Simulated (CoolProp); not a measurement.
Vapour-liquid equilibrium of R125 (1) + R115 (2) at 1.08 bar; x and y are mole fractions of (1).

Values from CoolProp's multi-fluid Helmholtz-energy mixture model, Lemmon 2005 and Lemmon 2016; pair parameters Bell 2016.

Give the bubble temperature and the first vapour's composition at x = 0.125, 0.65, 0.95. Is there an azeotrope?

x = 0.125: 231.1 K, y = 0.263; x = 0.65: 225.7 K, y = 0.691; x = 0.95: 226.0 K, y = 0.935. y crosses x between x = 0.725 and 0.8: the model has an azeotrope there.

The pair parameters rest on a limited set of measurements; away from them the model extrapolates.
